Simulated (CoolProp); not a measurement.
Vapour-liquid equilibrium of ethanol (1) + ethylbenzene (2) at 325 K; x and y are mole fractions of (1).

The numbers come from the multi-fluid Helmholtz-energy mixture model, Schroeder 2014 and Zhou 2012; pair parameters Bell 2016 in CoolProp.

```json
[
 {"x": "0.05", "bubble pressure, mixture model (kPa)": "14.74", "bubble pressure, Raoult's law (kPa)": "6.469", "y, mixture model": "0.666", "y, Raoult's law": "0.248"},
 {"x": "0.2", "bubble pressure, mixture model (kPa)": "27.62", "bubble pressure, Raoult's law (kPa)": "10.52", "y, mixture model": "0.836", "y, Raoult's law": "0.611"},
 {"x": "0.35", "bubble pressure, mixture model (kPa)": "30.44", "bubble pressure, Raoult's law (kPa)": "14.57", "y, mixture model": "0.857", "y, Raoult's law": "0.772"},
 {"x": "0.5", "bubble pressure, mixture model (kPa)": "30.69", "bubble pressure, Raoult's law (kPa)": "18.62", "y, mixture model": "0.859", "y, Raoult's law": "0.863"},
 {"x": "0.65", "bubble pressure, mixture model (kPa)": "30.83", "bubble pressure, Raoult's law (kPa)": "22.67", "y, mixture model": "0.861", "y, Raoult's law": "0.921"},
 {"x": "0.8", "bubble pressure, mixture model (kPa)": "31.53", "bubble pressure, Raoult's law (kPa)": "26.72", "y, mixture model": "0.881", "y, Raoult's law": "0.962"},
 {"x": "0.95", "bubble pressure, mixture model (kPa)": "32.23", "bubble pressure, Raoult's law (kPa)": "30.77", "y, mixture model": "0.951", "y, Raoult's law": "0.992"}
]
```

The largest gap from Raoult's law is +162.5 % in bubble pressure, at x = 0.2. No azeotrope shows between x = 0.05 and 0.95.

The pair parameters rest on a limited set of measurements; away from them the model extrapolates. With so large a gap from Raoult's law the liquid may split in two, which this calculation doesn't test in full.
